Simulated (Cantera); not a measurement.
Source: NASA polynomial tables (part measured, part estimated), evaluated in Cantera. Values are per mole of reaction as written; species without (g) are pure solids or liquids, kept so even where they would boil at 1 bar.

2 O3(g) + 3 COS(g) ⇌ 3 SO2(g) + 3 CO(g)

| T (K) | ΔH° (kJ) | ΔS° (J/K) | ΔG° (kJ) | log10 K |
|---|---|---|---|---|
| 300 | -1090.5 | 164.8 | -1139.9 | 198.48 |
| 650 | -1093.9 | 158.2 | -1196.8 | 96.17 |
| 750 | -1095.8 | 155.7 | -1212.5 | 84.44 |
| 850 | -1097.6 | 153.3 | -1227.9 | 75.46 |
| 950 | -1099.5 | 151.2 | -1243.2 | 68.35 |
| 1050 | ___ | ___ | ___ | ___ |
| 1150 | -1103.3 | 147.6 | -1273.0 | 57.82 |
| 1250 | ___ | ___ | ___ | ___ |
| 1350 | -1107.0 | 144.7 | -1302.2 | 50.39 |
| 1450 | -1108.9 | 143.3 | -1316.6 | 47.43 |
| 1550 | -1111.0 | 141.8 | -1330.9 | 44.85 |
| 1650 | ___ | ___ | ___ | ___ |

Question: Fill in the missing entries.

Answer: 
- 1050, ΔH° (kJ): -1101.5
- 1050, ΔS° (J/K): 149.2
- 1050, ΔG° (kJ): -1258.2
- 1050, log10 K: 62.59
- 1250, ΔH° (kJ): -1105.1
- 1250, ΔS° (J/K): 146.1
- 1250, ΔG° (kJ): -1287.7
- 1250, log10 K: 53.81
- 1650, ΔH° (kJ): -1113.5
- 1650, ΔS° (J/K): 140.3
- 1650, ΔG° (kJ): -1345.0
- 1650, log10 K: 42.58
